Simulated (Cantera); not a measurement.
Cantera with NASA thermochemical tables; ideal gases at 1 bar, condensed phases pure. Values are per mole of reaction as written; species without (g) are pure solids or liquids, kept so even where they would boil at 1 bar.

2 Ti + 2 OH(g) + 4 Cl(g) ⇌ H₂(g) + 2 TiOCl₂(g), with ΔH° = -1655.1 kJ and ΔS° = -317.1 J/K at 300 K.

**Question.** How far is the shortcut ΔG° ≈ ΔH°(300 K) − T·ΔS°(300 K) from the full temperature-dependent value at 1150, 1225, 1300, 1375, 1450, 1525, 1600, 1675, 1750, 1825, 1900 K?

**Answer.** 
| T (K) | shortcut (kJ) | full (kJ) | difference (kJ) | difference in log10 K | condensed phases |
|---|---|---|---|---|---|
| 1150 | -1290.4 | -1275.9 | -14.5 | 0.66 | Ti(α) |
| 1225 | -1266.6 | -1249.4 | -17.2 | 0.73 | Ti(β) |
| 1300 | -1242.8 | -1222.8 | -19.9 | 0.80 | Ti(β) |
| 1375 | -1219.0 | -1196.2 | -22.8 | 0.87 | Ti(β) |
| 1450 | -1195.2 | -1169.5 | -25.7 | 0.93 | Ti(β) |
| 1525 | -1171.4 | -1142.8 | -28.7 | 0.98 | Ti(β) |
| 1600 | -1147.7 | -1115.9 | -31.8 | 1.04 | Ti(β) |
| 1675 | -1123.9 | -1089.0 | -34.9 | 1.09 | Ti(β) |
| 1750 | -1100.1 | -1061.9 | -38.2 | 1.14 | Ti(β) |
| 1825 | -1076.3 | -1034.8 | -41.5 | 1.19 | Ti(β) |
| 1900 | -1052.5 | -1007.6 | -44.9 | 1.24 | Ti(β) |
The shortcut ignores heat capacities and the phase changes listed.
